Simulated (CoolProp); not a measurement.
The fluid at 274.46 K and 1.45 MPa flows at 0.18 m/s in a round tube of 2 mm bore and 15 µm roughness, fully developed (64/Re and Nu = 3.66 if laminar; Colebrook and Gnielinski if turbulent). The same conditions are run with several fluids, on thermodynamics alone (safety and materials aside).

Model: reference Helmholtz-energy equation of state of each fluid (ethane: Bücker 2006; CF4 (R14): Platzer 1990; nitrogen: Span 2000; methane: Setzmann 1991; carbon dioxide: Span 1996), in CoolProp. The equations of Platzer and Polt are older, rougher fits.

Problem. Rank ethane, CF4 (R14), nitrogen, methane, carbon dioxide by Reynolds number, highest first.

Solution. CF4 (R14) (1280), ethane (900), carbon dioxide (806), nitrogen (381), methane (357)

```json
[
 {"fluid": "ethane", "Darcy friction factor": "0.0711", "pressure drop (Pa/m)": "13.1", "heat-transfer coefficient (W/(m² K))": "36.9", "mass flow (kg/h)": "0.0463"},
 {"fluid": "CF4 (R14)", "Darcy friction factor": "0.0499", "pressure drop (Pa/m)": "24.4", "heat-transfer coefficient (W/(m² K))": "27.1", "mass flow (kg/h)": "0.123"},
 {"fluid": "nitrogen", "Darcy friction factor": "0.168", "pressure drop (Pa/m)": "24.3", "heat-transfer coefficient (W/(m² K))": "45.1", "mass flow (kg/h)": "0.0364"},
 {"fluid": "methane", "Darcy friction factor": "0.179", "pressure drop (Pa/m)": "15.3", "heat-transfer coefficient (W/(m² K))": "58.5", "mass flow (kg/h)": "0.0215"},
 {"fluid": "carbon dioxide", "Darcy friction factor": "0.0794", "pressure drop (Pa/m)": "20.0", "heat-transfer coefficient (W/(m² K))": "29.1", "mass flow (kg/h)": "0.0634"}
]
```

Transport values come from each fluid's own correlations; those of CF4 (R14) are estimates that may be off by 10 % or more.
